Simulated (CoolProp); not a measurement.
Model: reference Helmholtz-energy equation of state, Guder 2009, in CoolProp.

Give the vapour pressure (MPa), liquid density (kg/m³), vapour viscosity (µPa s) of saturated sulfur hexafluoride at -39.75, -3.25 °C.


| T (°C) | p (MPa) | liquid density (kg/m³) | vapour viscosity (µPa s) |
|---|---|---|---|
| -39.75 | 0.344 | 1800 | 12.4 |
| -3.25 | 1.14 | 1580 | 14.7 |

Viscosity comes from a separate model (Quiñones-Cisneros 2012).
